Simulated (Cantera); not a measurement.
Feed: 1 mol AlN, 0.78 mol N2, equilibrated at 1950 K and 9.80 Pa.

Method: chemical equilibrium by Gibbs-energy minimisation in Cantera with the NASA 1993 tables (ideal gas, pure condensed phases). Candidate condensed phases: Al, AlN; 5 gas species. Rates play no part.

Base state: N2 0.561, Al 0.439 (mole fractions); condensed: gas only.

### Question
What changes in the equilibrium state with this change: AlN replaced by Al2O3?

### Answer
| species | before | after |
|---|---|---|
| N2 | 0.561 | 1.000 |
| O | 0 | 2.72e-5 |
| Al | 0.439 | 2.34e-5 |
| Al2O3(s), mol | 0 | 1.000 |
Further candidate phases: Al2O3.
